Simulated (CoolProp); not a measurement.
Computed with CoolProp (reference Helmholtz-energy equation of state, Thol 2019).

### Question
Give the vapour pressure (kPa), liquid density (kg/m³), vapour density (kg/m³), enthalpy of vaporisation (kJ/kg) of saturated dodecamethylpentasiloxane (MD3M) at 228.75 °C.

### Answer
```tsv
T (°C)	p (kPa)	liquid density (kg/m³)	vapour density (kg/m³)	enthalpy of vaporisation (kJ/kg)
228.75	98.7	655	10.2	111
```
